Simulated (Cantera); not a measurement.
A closed system holds: 1 mol Si3N4, 0.28 mol H2O, 3.3 mol N2, equilibrated at 1000 Pa.

Method: chemical equilibrium by Gibbs-energy minimisation in Cantera with the NASA 1993 tables (ideal gas, pure condensed phases). Candidate condensed phases: H2O, Si, SiO2, Si2N2O, Si3N4; 35 gas species. Mutual solubility and eutectic melting of coexisting phases are not modelled. The tables' values for SiN are old estimates; treat these amounts as uncertain. The numbers say what is thermodynamically allowed, not how fast it happens.

x: gas mole fraction; n: condensed amount in mol.

```tsv
T (K)	x N2	x H2	x SiO	x H	x Si	x Si2N	x SiN	n Si2N2O(s)	n Si3N4(s)	n Si(l)
1400	0.924	0.0762	5.44e-7	1.34e-5	5.99e-10	1.12e-12	1.17e-10	0.280	0.813	0
1475	0.924	0.0762	6.81e-6	3.58e-5	1.23e-8	5.24e-11	1.69e-9	0.280	0.813	0
1550	0.924	0.0762	6.64e-5	8.69e-5	1.86e-7	1.67e-9	1.87e-8	0.280	0.813	0
1625	0.923	0.0761	0.000522	0.000195	2.20e-6	3.85e-8	1.66e-7	0.278	0.814	0
1700	0.921	0.0757	?	?	?	?	1.21e-6	0.267	0.817	0
1775	0.906	0.0738	?	?	?	?	7.43e-6	?	0.837	0
1850	0.903	0.0471	0.0477	0.00117	0.000645	3.58e-5	2.35e-5	0	0	2.72
```

Task: Fill in the missing entries.

Result: 
- 1775, x SiO: 0.0190
- 1775, x H: 0.000787
- 1775, x Si: 0.000163
- 1775, x Si2N: 9.14e-6
- 1775, n Si2N2O(s): 0.208
- 1700, x SiO: 0.00341
- 1700, x H: 0.000405
- 1700, x Si: 2.08e-5
- 1700, x Si2N: 6.68e-7
